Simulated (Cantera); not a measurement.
A Cantera script and its output.

```python
import numpy as np
import cantera as ct

surf = ct.Interface("ptcombust.yaml", "Pt_surf")
gas = surf.adjacent["gas"]
gas.TPX = 675, 500000, {'H2': 0.0057, 'O2': 0.036, 'N2': 0.79}
surf.TP = 675, 500000
reactor = ct.FlowReactor(gas, clone=False)
reactor.area = 0.0001  # m2
reactor.surface_area_to_volume_ratio = 490  # 1/m
reactor.mass_flow_rate = 0.83 * reactor.area * gas.density  # inlet velocity 0.83 m/s
reactor.energy_enabled = False
wall = ct.ReactorSurface(surf, reactor, clone=False)
net = ct.ReactorNet([reactor])
net.rtol, net.atol = 1e-8, 1e-16
show, cover = ['H2', 'O2', 'H2O'], ['PT(S)', 'H(S)', 'O(S)', 'OH(S)', 'CO(S)', 'C(S)']

rows = []
print(f"{'z/m':>9s}{'u/(m/s)':>9s}" + "".join(f"{s:>13s}" for s in show + cover))
for z in [0.00042, 0.0009, 0.0019, 0.0042, 0.009, 0.019, 0.042]:
    net.advance(z)
    rows.append([reactor.speed, *gas[show].X, *surf[cover].coverages])
    print(f"{z:9.4g}{rows[-1][0]:9.3g}" + "".join(f"{x:13.4e}" for x in rows[-1][1:]))
```

It prints:

```
      z/m  u/(m/s)           H2           O2          H2O        PT(S)         H(S)         O(S)        OH(S)        CO(S)         C(S)
  0.00042    0.828   2.1128e-03   4.1009e-02   4.7569e-03   9.0585e-02   4.6539e-08   8.9823e-01   1.1155e-02   5.0513e-26   6.5427e-30
   0.0009    0.828   1.1660e-03   4.0555e-02   5.7070e-03   5.0639e-02   1.5404e-08   9.4040e-01   8.9404e-03   2.1508e-26   9.7707e-30
   0.0019    0.827   5.9884e-04   4.0283e-02   6.2761e-03   2.6421e-02   4.6707e-09   9.6684e-01   6.7246e-03   1.6438e-25   1.0871e-28
   0.0042    0.827   2.7796e-04   4.0129e-02   6.5981e-03   1.2908e-02   1.2913e-09   9.8228e-01   4.8075e-03  -1.0826e-25  -8.1285e-29
    0.009    0.827   1.2317e-04   4.0054e-02   6.7534e-03   6.9107e-03   4.1570e-10   9.8953e-01   3.5553e-03  -6.0945e-26  -1.7241e-29
    0.019    0.827   4.5681e-05   4.0017e-02   6.8312e-03   4.4457e-03   1.7655e-10   9.9269e-01   2.8660e-03  -2.9772e-29  -5.9494e-33
    0.042    0.827   8.8940e-06   3.9999e-02   6.8681e-03   3.5210e-03   1.0653e-10   9.9392e-01   2.5564e-03   9.8642e-27   3.8225e-30
```

Detailed kinetics in Cantera: Deutschmann's 1995 Pt surface mechanism with GRI-Mech 3.0 gas chemistry. Catalytic surfaces can have several steady states; this one follows from the mechanism file's or the stated starting coverage. Mass transfer to the wall is taken as infinitely fast.
